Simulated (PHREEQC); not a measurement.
## Buffer

Dissolve 0.26 mol/kgw HF and 0.016 mol/kgw K2HPO4 at 4 °C. Closed to the air; pH follows from the charge balance.

The numbers come from PHREEQC with the ion-association model, wateq4f.dat.

| Item | Value |
|---|---|
| pH | 2.24 |
| ionic strength | 0.0386 mol/kgw |
| total alkalinity | -244 meq/kg |

| species | molality | activity | log γ |
|---|---|---|---|
| HF | 0.105 | 0.106 | 0.004 |
| H2F2 | 0.0598 | 0.0604 | 0.004 |
| K+ | 0.0320 | 0.0267 | -0.079 |
| F- | 0.0213 | 0.0177 | -0.079 |
| H2PO4- | 0.0104 | 0.00880 | -0.072 |
| HF2- | 0.00694 | 0.00578 | -0.079 |
| H+ | 0.00660 | 0.00573 | -0.062 |
| H3PO4 | 0.00562 | 0.00566 | 0.004 |
| HPO4-2 | 1.65e-7 | 8.40e-8 | -0.294 |
| KHPO4- | 5.17e-9 | 4.38e-9 | -0.072 |

This is a speciation only: nothing precipitates in the calculation. wateq4f.dat counts part of the HF as a dimer, H2F2, which phreeqc.dat doesn't know; its constant is uncertain. H3PO4, which wateq4f.dat lacks, is added to it with the constant of phreeqc.dat. At this temperature some constants are extrapolated from 25 °C, and those without enthalpy data are left unchanged.
